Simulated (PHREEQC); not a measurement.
0.65 g of hydrous ferric oxide (600 m²/g; 0.2 weak and 0.005 strong sites per Fe, Dzombak-Morel constants, diffuse double layer) in 1 kg of water with 0.3 mol/kgw of an inert sodium salt and 0.00022 mol Na2HAsO4, at 25 °C; the pH is set by adding NaOH or the inert anion's acid. O2 is buffered at 0.21 atm. CO2 from the air is kept out. Precipitation was switched off in this run.

Base run: PHREEQC, ion-association model, wateq4f.dat. Each further column changes one thing. The table gives surface charge σ (C/m²).

```
pH     base  background salt from 0.3 to 0.03 mol/kgw  oxide from 0.65 to 3.2 g/kgw  0.0046 mol/kgw Na2SeO4 added
---  ------  ----------------------------------------  ----------------------------  ----------------------------
3     0.309                                     0.279                         0.356                         0.107
3.5   0.298                                     0.250                         0.349                         0.106
4     0.277                                     0.211                         0.334                         0.105
5     0.208                                     0.115                         0.257                         0.095
5.5   0.159                                     0.075                         0.199                         0.085
6     0.109                                     0.045                         0.143                         0.071
6.5   0.065                                     0.025                         0.095                         0.051
7     0.029                                     0.011                         0.056                         0.026
8    -0.032                                    -0.012                        -0.003                        -0.033
8.5  -0.067                                    -0.026                        -0.031                        -0.068
9    -0.105                                    -0.044                        -0.062                        -0.107
```

The oxide is taken as insoluble; below pH 4 it would dissolve.
